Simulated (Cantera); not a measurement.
An adiabatic, constant-volume homogeneous reactor starts with 6.22 % CH₄, 16.6 % O₂, 62.2 % N₂, 14.9 % H₂O, equivalence ratio 0.75, at 1750 K and 1.00 bar.

Computed with Cantera and GRI-Mech 3.0 (53 species, 325 reactions).

Q: Predict: time of steepest temperature rise; temperature at 4.00 s; equilibrium temperature; x(O₂) at 4.00 s; x(H₂O) at 4.00 s; x(N₂O) at 4.00 s; x(HO₂) at 4.00 s; x(NO) at 4.00 s.

A: time of steepest temperature rise: 0.150 ms
temperature at 4.00 s: 2718 K
equilibrium temperature: 2718 K
x(O₂) at 4.00 s: 0.0421 (gas-phase equilibrium 0.0421)
x(H₂O) at 4.00 s: 0.236 (gas-phase equilibrium 0.236)
x(N₂O) at 4.00 s: 7.88e-7 (gas-phase equilibrium 7.88e-7)
x(HO₂) at 4.00 s: 1.25e-5 (gas-phase equilibrium 1.25e-5)
x(NO) at 4.00 s: 0.0128 (gas-phase equilibrium 0.0128)
